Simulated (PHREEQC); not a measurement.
Dissolve 0.031 mol HF, 0.066 mol NaF and 0.00018 mol H2SiF6 per kg of water at 20 °C. Closed to the air; pH follows from the charge balance.

Model: ion-association model, phreeqc.dat, run in PHREEQC.

```csv
quantity,before,after
pH,3.40,3.58
ionic strength (mol/kgw),0.0653,0.0956
F- (mol/kgw),0.0592,0.0875
HF (mol/kgw),0.0254,0.0235
HF2- (mol/kgw),0.00552,0.00755
NaF (mol/kgw),0.00140,0.00191
```

Q: What was changed between the two runs?
A. H2SiF6 replaced by NH4F at the same molality
B. diluted 5-fold with water
C. HF from 0.031 to 0.062 mol/kgw
D. HF replaced by KHF2 at the same molality
E. NaF from 0.066 to 0.132 mol/kgw

A: D, HF replaced by KHF2 at the same molality

This is a speciation only: nothing precipitates in the calculation. SiF6-2 is the database's only silicon fluoride.
